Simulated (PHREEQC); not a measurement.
Make-up at 25 °C: 0.034 mol KOH, 3.4e-07 mol H4SiO4 and 0.00097 mol KH2PO4 per kg of water. Closed to the air; pH follows from the charge balance.

Model: ion-association model, phreeqc.dat, run in PHREEQC.

No solid was allowed to form.

Q: What pH does the model give?

A: pH 12.42.

Q: In which forms is Si present?

A: H3SiO4- 77 %, H2SiO4-2 23 % of the Si.

Complexes and solids missing from the database can't appear.
